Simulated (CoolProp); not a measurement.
Vapour-liquid equilibrium of R1234yf (1) + R152A (2) at 197.5 K; x and y are mole fractions of (1).

Values from CoolProp's multi-fluid Helmholtz-energy mixture model, Lemmon 2022 and Outcalt 1996; pair parameters Bell 2023.

### Question
Give the bubble pressure and the first vapour's composition at x = 0.65, 0.8, 0.875. Is there an azeotrope?

### Answer
x = 0.65: 0.007118 MPa, y = 0.704; x = 0.8: 0.007311 MPa, y = 0.826; x = 0.875: 0.007390 MPa, y = 0.890. No azeotrope shows between x = 0.05 and 0.95.

Pair parameters are fitted to limited data, so mixtures are less certain than the pure fluids.
